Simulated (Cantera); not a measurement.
A perfectly stirred reactor is fed with CH4 : O2 : N2 : H2O = 1 : 3.03 : 7.88 : 0.38 (molar parts), at 0.207 atm; it is adiabatic with a 350 K inlet, and is followed from long to short residence time, starting on the burning branch (τ in s: 0.037, 0.021, 0.012, 0.007, 0.004, 0.0023, 0.0013, 0.00077, 0.00044, 0.00025, 0.00015, 8.3e-05).

Model: GRI-Mech 3.0 (53 species, 325 reactions), integrated in Cantera.

Problem. Predict: blow-out, bracketed by the residence times tried; x(CH4) at τ = 37.0 ms; x(O2) at τ = 37.0 ms; x(H2O) at τ = 37.0 ms; x(HCO) at τ = 37.0 ms; x(CH2O) at τ = 37.0 ms; x(CH4) at τ = 1.30 ms; x(O2) at τ = 1.30 ms; x(H2O) at τ = 1.30 ms; x(HCO) at τ = 1.30 ms; x(CH2O) at τ = 1.30 ms.

Solution. 
```json
{
  "blow_out_bracketed_by_the_residence_times_tried": "burning at 0.250 ms, out at 0.150 ms",
  "x(CH4) at τ = 37.0 ms": "1.71e-5",
  "x(O2) at τ = 37.0 ms": "0.0838",
  "x(H2O) at τ = 37.0 ms": "0.185",
  "x(HCO) at τ = 37.0 ms": "2.15e-7",
  "x(CH2O) at τ = 37.0 ms": "2.65e-6",
  "x(CH4) at τ = 1.30 ms": "0.000259",
  "x(O2) at τ = 1.30 ms": "0.0900",
  "x(H2O) at τ = 1.30 ms": "0.170",
  "x(HCO) at τ = 1.30 ms": "5.61e-6",
  "x(CH2O) at τ = 1.30 ms": "3.13e-5"
}
```
